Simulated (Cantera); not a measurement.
Feed: 1 mol Al(CH₃)₃, 11 mol N₂, 2.2 mol H₂, held at 17.3 Torr.

Equilibrium computed with Cantera from the NASA thermochemical tables; the gas is ideal and each condensed phase is pure. Candidate condensed phases: Al, AlN, C, C₆H₆, C₇H₈, C₈H₁₈; 97 gas species. The feed counts by its element totals alone. The numbers say what is thermodynamically allowed, not how fast it happens. All values below are at 2098 K.

Base state: N₂ 0.583, H₂ 0.348, Al 0.0452, H 0.0120, HCN 0.00959, AlH 0.000923, HNC 0.000646, C₂H₂ (acetylene) 0.000497 (mole fractions); condensed: AlN(s) + C(graphite).

What changes in the equilibrium state with this change: N₂ from 11 to 1.8 mol?


| species | before | after |
|---|---|---|
| H₂ | 0.348 | 0.711 |
| N₂ | 0.583 | 0.179 |
| Al | 0.0452 | 0.0817 |
| H | 0.0120 | 0.0171 |
| Al₂ | 8.83e-6 | 2.88e-5 |
| AlH | 0.000923 | 0.00238 |
| C₂H₂ (acetylene) | 0.000497 | 0.00101 |
| AlN(s), mol | 0.141 | 0.223 |
| C(graphite), mol | 2.79 | 2.91 |
